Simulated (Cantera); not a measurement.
Charge: 1 mol MgF₂, 0.11 mol HF, 24 mol H₂, held at 0.380 Pa.

Equilibrium computed with Cantera from the NASA thermochemical tables; the gas is ideal and each condensed phase is pure. Candidate condensed phases: Mg, MgF₂; 17 gas species. The numbers say what is thermodynamically allowed, not how fast it happens. All values below are at 675 °C.

Base state: H₂ 0.995, HF 0.00456 (mole fractions); condensed: MgF₂(s).

Q: What changes in the equilibrium state with this change: MgF₂ replaced by BaF₂?

A: 
```json
[
 {"species": "H₂", "before": "0.995", "after": "0.995"},
 {"species": "HF", "before": "0.00456", "after": "0.00456"},
 {"species": "MgF₂(s), mol", "before": "1.000", "after": "0"},
 {"species": "BaF₂(s), mol", "before": "0", "after": "1.000"}
]
```
Further candidate phases: Ba, BaF₂.
